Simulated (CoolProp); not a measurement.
Vapour pressure (MPa) of R21: the reference equation beside estimates from Tc = 452.7 K, pc = 5.289 MPa, ω = 0.206. Clausius-Clapeyron is anchored at 343 K with a constant enthalpy of vaporisation of 20.70 kJ/mol.

Model: reference Helmholtz-energy equation of state, Platzer 1990, in CoolProp. This equation is an older, rougher fit; its heat capacities, sound speeds and derivatives of the liquid may be far off and weren't checked against measurements.

```json
[
 {"T (K)": "244.5", "reference": "0.01817", "Lee-Kesler": "…", "Clausius-Clapeyron": "0.03605", "van der Waals": "0.2433", "Redlich-Kwong": "0.03271", "Peng-Robinson": "0.01897"},
 {"T (K)": "269.1", "reference": "0.05970", "Lee-Kesler": "0.05880", "Clausius-Clapeyron": "0.09145", "van der Waals": "0.4351", "Redlich-Kwong": "0.09808", "Peng-Robinson": "0.06062"},
 {"T (K)": "293.7", "reference": "0.1562", "Lee-Kesler": "0.1546", "Clausius-Clapeyron": "0.1985", "van der Waals": "0.7109", "Redlich-Kwong": "0.2351", "Peng-Robinson": "0.1559"},
 {"T (K)": "318.3", "reference": "0.3447", "Lee-Kesler": "0.3429", "Clausius-Clapeyron": "0.3822", "van der Waals": "1.084", "Redlich-Kwong": "0.4799", "Peng-Robinson": "0.3415"},
 {"T (K)": "343", "reference": "0.6712", "Lee-Kesler": "0.6698", "Clausius-Clapeyron": "0.6712", "van der Waals": "1.569", "Redlich-Kwong": "…", "Peng-Robinson": "0.6644"},
 {"T (K)": "367.6", "reference": "1.182", "Lee-Kesler": "1.182", "Clausius-Clapeyron": "1.091", "van der Waals": "…", "Redlich-Kwong": "1.444", "Peng-Robinson": "1.175"},
 {"T (K)": "392.2", "reference": "1.933", "Lee-Kesler": "…", "Clausius-Clapeyron": "1.668", "van der Waals": "2.901", "Redlich-Kwong": "2.233", "Peng-Robinson": "1.933"},
 {"T (K)": "416.9", "reference": "2.992", "Lee-Kesler": "2.998", "Clausius-Clapeyron": "2.430", "van der Waals": "3.771", "Redlich-Kwong": "3.275", "Peng-Robinson": "3.009"}
]
```

Q: What belongs in the gaps?

A: 
- 244.5, Lee-Kesler: 0.01781
- 343, Redlich-Kwong: 0.8717
- 367.6, van der Waals: 2.171
- 392.2, Lee-Kesler: 1.934

Absolute difference from the reference over all 8 rows, mean and median: Lee-Kesler 0.7 and 0.4 %, Clausius-Clapeyron 28.7 and 16.2 %, van der Waals 341.4 and 174.1 %, Redlich-Kwong 38.9 and 34.5 %, Peng-Robinson 1.2 and 0.8 %.
